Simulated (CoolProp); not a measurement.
Model: reference Helmholtz-energy equation of state, Schroeder 2014, in CoolProp.

Problem. Give the vapour pressure (MPa), vapour density (kg/m³), enthalpy of vaporisation (kJ/kg), liquid conductivity (mW/(m K)) of saturated ethanol at 248.3, 264.8, 479.1 K.

Solution. 
| T (K) | p (MPa) | vapour density (kg/m³) | enthalpy of vaporisation (kJ/kg) | liquid conductivity (mW/(m K)) |
|---|---|---|---|---|
| 248.3 | 0.000229 | 0.00511 | 968 | 176 |
| 264.8 | 0.000872 | 0.0183 | 954 | 171 |
| 479.1 | 3.34 | 56.7 | 477 | 134 |

Thermal conductivity comes from a separate model (Assael 2013).
